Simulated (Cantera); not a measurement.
# Diamond growth

A diamond (100) surface in a fixed gas of H2 with x(CH4) = 0.029, x(H) = 0.014, x(CH3) = 1e-05, at 1075 K; coverages are run to steady state.

Cantera simulation using the Harris–Goodwin 1993 mechanism for the reconstructed diamond (100) surface; the numbers are that mechanism's predictions, not measurements.

```csv
P (Pa),growth (µm/h),θ c6HH,θ c6H*,θ c6*H,θ c6**,θ c6HM
620,0.0283,0.532,0.0254,0.427,0.0159,0.000178
1100,0.0598,0.531,0.0254,0.427,0.0159,0.000214
2100,0.129,0.531,0.0254,0.427,0.0159,0.000245
3800,0.251,0.531,0.0255,0.427,0.0160,0.000263
7000,0.483,0.531,0.0256,0.427,0.0160,0.000275
13000,0.918,0.531,0.0258,0.426,0.0160,0.000282
24000,1.72,0.531,0.0261,0.426,0.0161,0.000286
44000,3.19,0.531,0.0267,0.425,0.0162,0.000289
```
θ: site fractions in the mechanism's names (c6HH fully hydrogenated, c6H* and c6*H radical sites, c6** diradical, c6HM methylated).
